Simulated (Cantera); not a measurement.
Cantera run:

```python
import numpy as np
import cantera as ct

gas_names = [...]  # 77 gases of nasa_gas.yaml made of C, H, Ti
cond_names = """
    C(gr) C6H6(L) C7H8(L) C8H18(L),n-octa Ti(a) Ti(b) Ti(L) TiC(s) TiC(L)
""".split()


# ... load() reads the species with a 1 bar reference pressure and builds the phases ...
atoms = {
    'TiC': {'Ti': 1, 'C': 1},
    'C': {'C': 1},
    'H2': {'H': 2},
}
top_T = {'C(gr)': 4500}  # K; cautious upper limits of use, not melting points


# ... equilibrate(T, P, feed) seeds the gas with the atoms and calls Mixture.equilibrate('TP', solver="vcs", rtol=1e-11, max_steps=5000) ...
results = []
feed = {'TiC': 1, 'C': 0.35, 'H2': 2.8}  # mol
T = 1825  # K
P = 58000  # Pa
mix = equilibrate(T, P, feed)
results.append((T, P, feed, dict(zip(mix.species_names, mix.species_moles))))
x = sorted(zip(gas.X, gas.species_names), reverse=True)
print(f"T = {T:g} K  P = {P:g} Pa  gas = {mix.phase_moles(0):.4g} mol")
print("   x: " + "  ".join(f"{s} {v:.3e}" for v, s in x if v > 0.001))
print("   condensed (mol): " + ("  ".join(f"{mix.phase(i).name} {mix.phase_moles(i):.4g}"
      for i in range(1, mix.n_phases) if mix.phase_moles(i) > 1e-12) or "none"))
```

Output:

```
T = 1825 K  P = 58000 Pa  gas = 2.8 mol
   x: H2 9.988e-01
   condensed (mol): C(gr) 0.3476  TiC(s) 1
```

These are equilibrium values from Cantera (NASA tables, ideal gas, pure condensed phases), not measurements of a reactor. TiC: taken at fixed stoichiometry.
